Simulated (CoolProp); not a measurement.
Vapour-liquid equilibrium of toluene (1) + n-decane (2) at 0.0255 MPa; x and y are mole fractions of (1).

Computed with CoolProp (multi-fluid Helmholtz-energy mixture model, Lemmon 2006 and Lemmon 2006; pair parameters Bell 2016).

```tsv
x	bubble temperature, mixture model (K)	bubble temperature, Raoult's law (K)	y, mixture model	y, Raoult's law
0.05	392.7	392.9	0.256	0.256
0.15	380.3	381.5	0.575	0.559
0.25	370.8	372.9	[?]	0.722
0.35	[?]	366.0	[?]	0.817
0.45	358.2	360.5	0.886	0.878
0.55	[?]	355.8	[?]	0.919
0.65	350.5	351.9	0.945	0.947
0.75	[?]	348.4	0.964	0.968
0.85	[?]	345.4	0.979	0.983
0.95	342.6	342.7	0.993	0.995
```

What belongs in the gaps?


- 0.25, y, mixture model: 0.741
- 0.35, bubble temperature, mixture model (K): 363.6
- 0.35, y, mixture model: 0.832
- 0.55, bubble temperature, mixture model (K): 353.9
- 0.55, y, mixture model: 0.921
- 0.75, bubble temperature, mixture model (K): 347.6
- 0.85, bubble temperature, mixture model (K): 345.0

The largest gap from Raoult's law is -2.4 K in bubble temperature, at x = 0.35. No azeotrope shows between x = 0.05 and 0.95.

Pair parameters are fitted to limited data, so mixtures are less certain than the pure fluids.
